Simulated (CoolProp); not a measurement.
Ethanol at 423.63 K and 0.676 MPa flows at 21 m/s in a round tube of 20 mm bore and 1.5 µm roughness, fully developed (64/Re and Nu = 3.66 if laminar; Colebrook and Gnielinski if turbulent). Each further row changes one setting.

The numbers come from the reference Helmholtz-energy equation of state, Schroeder 2014 in CoolProp.

```csv
case,Reynolds number,Darcy friction factor,pressure drop (Pa/m),heat-transfer coefficient (W/(m² K)),mass flow (kg/h)
as stated,326000,0.0150,1610,872,231
velocity 42 m/s,651000,0.0137,5870,1590,462
diameter 40 mm,651000,0.0132,706,764,924
```

Viscosity comes from a separate model (Kiselev 2005). Thermal conductivity comes from a separate model (Assael 2013).
